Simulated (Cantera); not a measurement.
**CH3Cl + F2 (fluorocarbon and chlorocarbon gases)**

Charge: 1 mol CH3Cl, 0.037 mol F2, equilibrated at 25.5 Torr.

These are equilibrium values from Cantera (NASA tables, ideal gas, pure condensed phases), not measurements of a reactor. Candidate condensed phases: C, C6H6, C7H8, C8H18; 118 gas species. The tables' values for CCl are old estimates; treat these amounts as uncertain. Kinetics and transport are ignored.

```csv
T (K),x H,x H2,x HCl,x Cl,x C3,x HF,x C2H2 (acetylene),x C2H,x C,n C(graphite)
2748,0.214,0.338,0.283,0.124,0.000484,0.0301,0.00943,0.000691,0.000109,0.944
2798,0.247,0.315,0.256,0.139,0.000906,0.0291,0.0104,0.00103,0.000190,0.932
2848,0.283,0.291,0.229,0.153,0.00166,0.0282,0.0114,0.00151,0.000325,0.915
2898,0.319,0.266,0.202,0.167,0.00297,0.0271,0.0122,0.00216,0.000546,0.891
2948,0.356,0.239,0.176,0.179,0.00522,0.0261,0.0128,0.00303,0.000901,0.855
2998,0.392,0.212,0.151,0.190,0.00898,0.0249,0.0131,0.00416,0.00146,0.801
3048,0.426,0.185,0.127,0.199,0.0152,0.0237,0.0132,0.00558,0.00234,0.716
3098,0.455,0.158,0.105,0.206,0.0252,0.0225,0.0129,0.00734,0.00368,0.578
3148,0.478,0.131,0.0848,0.209,0.0411,0.0210,0.0123,0.00941,0.00570,0.352
3198,0.493,0.106,0.0665,0.209,0.0644,0.0194,0.0111,0.0116,0.00864,0
3248,0.520,0.0900,0.0547,0.212,0.0636,0.0186,0.00780,0.0107,0.0111,0
```
x: gas mole fraction; n: condensed amount in mol.

From 2748 K to 3148 K the condensed part is C(graphite). From 3198 K to 3248 K nothing is condensed. The main C-bearing gas is C2H2 (acetylene) at 2748 K and C3 at 3248 K.
